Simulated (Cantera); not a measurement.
Input: 1 mol S, 4.6 mol O₂, 1.2 mol H₂, equilibrated at 1330 Pa.

Equilibrium computed with Cantera from the NASA thermochemical tables; the gas is ideal and each condensed phase is pure. Candidate condensed phases: H₂O, H₂SO₄, S; 19 gas species. Rates play no part. All values below are at 550 K.

Base state: O₂ 0.546, H₂O 0.236, SO₃ 0.192, H₂SO₄ 0.0259, SO₂ 7.64e-5 (mole fractions); condensed: gas only.

What changes in the equilibrium state with this change: pressure from 1330 Pa to 13300 Pa?


```csv
species,before,after
O₂,0.546,0.594
H₂O,0.236,0.169
SO₃,0.192,0.121
H₂SO₄,0.0259,0.116
SO₂,7.64e-5,1.46e-5
```
